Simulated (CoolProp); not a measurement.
The fluid at 391.69 K and 8.64 MPa is compressed adiabatically to 22 MPa with isentropic efficiency 0.6. The same conditions are run with several fluids, on thermodynamics alone (safety and materials aside).

Values from CoolProp's reference Helmholtz-energy equation of state of each fluid (dry air: Lemmon 2000; R507A: Lemmon 2003; hydrogen chloride: Thol 2018; oxygen: Schmidt 1985). Blends and air are pseudo-pure fits.

| fluid | work (kJ/kg) | final temperature (K) | final density (kg/m³) |
|---|---|---|---|
| dry air | 212 | 588.8 | … |
| R507A | … | … | 783 |
| hydrogen chloride | 129 | … | … |
| oxygen | … | 579.4 | … |

Q: Some entries are withheld; supply them.

A: 
- dry air, final density (kg/m³): 119
- R507A, work (kJ/kg): 31.4
- R507A, final temperature (K): 430.5
- hydrogen chloride, final temperature (K): 558.4
- hydrogen chloride, final density (kg/m³): 194
- oxygen, work (kJ/kg): 186
- oxygen, final density (kg/m³): 137

Above 300 K oxygen's equation is extrapolated.
